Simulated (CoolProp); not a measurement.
A single-stage vapour-compression cycle with the fluid: evaporating at 298.15 K (dew point), condensing at 320.15 K (bubble point), superheat 5 K, subcooling 0 K, compressor efficiency 0.7, no pressure losses. The same conditions are run with several fluids, on thermodynamics alone (safety and materials aside).

The numbers come from the reference Helmholtz-energy equation of state of each fluid (1,2-dichloroethane: Thol 2015; neopentane: Lemmon 2006; cyclohexane: Zhou 2014; R236FA: Pan 2012; R21: Platzer 1990; R1336mzz(E): Akasaka 2023) in CoolProp. The equations of Platzer and Polt are older, rougher fits.

| fluid | cooling COP | pressure ratio | discharge temperature (K) | refrigerating effect (kJ/kg) | volumetric capacity (kJ/m³) |
|---|---|---|---|---|---|
| 1,2-dichloroethane | 9.00 | 2.63 | ___ | 330 | 137 |
| neopentane | 8.51 | 1.91 | 323.4 | 260 | 1360 |
| cyclohexane | 8.94 | 2.49 | ___ | 357 | ___ |
| R236FA | 8.35 | 1.97 | 325.0 | 122 | 2190 |
| R21 | 8.79 | 2.00 | 344.8 | 210 | 1650 |
| R1336mzz(E) | 8.38 | 2.04 | 324.4 | 121 | 1640 |

Question: Some entries are withheld; supply them.

Answer: 
- 1,2-dichloroethane, discharge temperature (K): 346.7
- cyclohexane, discharge temperature (K): 332.9
- cyclohexane, volumetric capacity (kJ/m³): 156
